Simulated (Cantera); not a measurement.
What does this Cantera script print?

```python
import numpy as np
import cantera as ct

gas = ct.Solution("gri30.yaml")
gas.TPX = 1000, 310000, {'CO': 1, 'H2': 0.56, 'CH4': 0.076, 'O2': 0.941, 'N2': 5.2}
reactor = ct.IdealGasReactor(gas, energy="on", clone=False)
net = ct.ReactorNet([reactor])
net.rtol, net.atol = 1e-08, 1e-16
show = ['CO', 'H2', 'CH4', 'O', 'OH', 'H', 'CH2CO']
times = np.geomspace(1e-06, 2, 13)

steps = ct.SolutionArray(gas, extra=["t"])
rows = []
print(f"{'t/s':>10s}{'T/K':>9s}{'P/Pa':>11s}" + "".join(f"{s:>11s}" for s in show))
for t in times:
    while net.time < t:
        t_next = net.step()
        steps.append(gas.state, t=t_next)
    rows.append([np.interp(t, steps.t, y) for y in (steps.T, steps.P, *steps(*show).X.T)])
    print(f"{t:10.3e}{rows[-1][0]:9.1f}{rows[-1][1]:11.4g}" + "".join(f"{x:11.3e}" for x in rows[-1][2:]))
rate = np.gradient(steps.T, steps.t)
print("integrator steps:", len(steps.t))
if steps.T.max() > steps.T[0] + 200:
    print(f"time of steepest temperature rise: {steps.t[rate.argmax()]:.4e} s")
gas.TPX = 1000, 310000, {'CO': 1, 'H2': 0.56, 'CH4': 0.076, 'O2': 0.941, 'N2': 5.2}
gas.equilibrate("UV")
print(f"equilibrium (UV): T = {gas.T:.1f} K  " + "  ".join(f"{s} {gas[s].X[0]:.3e}" for s in show))
```

It prints:

```
       t/s      T/K       P/Pa         CO         H2        CH4          O         OH          H      CH2CO
 1.000e-06   1000.0    3.1e+05  1.286e-01  7.201e-02  9.772e-03  3.903e-11  5.598e-12  2.817e-11  7.150e-20
 3.350e-06   1000.0    3.1e+05  1.286e-01  7.201e-02  9.772e-03  8.396e-11  1.589e-11  1.001e-10  1.920e-18
 1.122e-05   1000.0    3.1e+05  1.286e-01  7.201e-02  9.772e-03  1.243e-10  2.708e-11  1.867e-10  4.282e-17
 3.761e-05   1000.0    3.1e+05  1.286e-01  7.201e-02  9.772e-03  1.535e-10  4.080e-11  2.797e-10  6.103e-16
 1.260e-04   1000.0    3.1e+05  1.286e-01  7.201e-02  9.772e-03  2.472e-10  9.417e-11  5.929e-10  6.263e-15
 4.221e-04   1000.0    3.1e+05  1.286e-01  7.201e-02  9.772e-03  9.742e-10  5.278e-10  3.030e-09  9.513e-14
 1.414e-03   1000.8  3.102e+05  1.286e-01  7.196e-02  9.769e-03  7.539e-08  4.926e-08  2.555e-07  1.438e-10
 4.738e-03   2703.6  7.718e+05  3.460e-02  4.041e-03  1.930e-15  1.602e-03  7.659e-03  1.328e-03  7.374e-17
 1.587e-02   2701.7  7.713e+05  3.465e-02  4.054e-03  1.957e-15  1.573e-03  7.582e-03  1.321e-03  7.408e-17
 5.318e-02   2701.7  7.713e+05  3.465e-02  4.054e-03  1.957e-15  1.573e-03  7.582e-03  1.321e-03  7.408e-17
 1.782e-01   2701.7  7.713e+05  3.465e-02  4.054e-03  1.957e-15  1.573e-03  7.582e-03  1.321e-03  7.408e-17
 5.970e-01   2701.7  7.713e+05  3.465e-02  4.054e-03  1.957e-15  1.573e-03  7.582e-03  1.321e-03  7.408e-17
 2.000e+00   2701.7  7.713e+05  3.465e-02  4.054e-03  1.957e-15  1.573e-03  7.582e-03  1.321e-03  7.408e-17
integrator steps: 1994
time of steepest temperature rise: 3.0966e-03 s
equilibrium (UV): T = 2701.7 K  CO 3.465e-02  H2 4.054e-03  CH4 2.544e-15  O 1.573e-03  OH 7.582e-03  H 1.321e-03  CH2CO 8.320e-17
```

Computed with Cantera and GRI-Mech 3.0 (53 species, 325 reactions).
